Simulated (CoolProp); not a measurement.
Saturation properties of hydrogen chloride (Tc = 51.5 °C, pc = 8.314 MPa, ω = 0.130).

Values from CoolProp's reference Helmholtz-energy equation of state, Thol 2018.

```
T (°C)  p (MPa)  vapour density (kg/m³)
------  -------  ----------------------
-37.15   0.8469                   17.90
-32.65   0.9877                   20.79
-28.15    1.145                   24.04
-23.65    1.321                   27.70
-19.15    1.515                   31.80
-14.65    1.731                   36.41
-10.15    1.968                   41.57
-5.65     2.228                   47.38
-1.15     2.512                   53.91
3.35      2.823                   61.29
7.85      3.162                   69.64
12.35     3.529                   79.15
16.85     3.928                   90.06
21.35     4.360                   102.7
```

It boils at -85.0 °C under 1 atm.
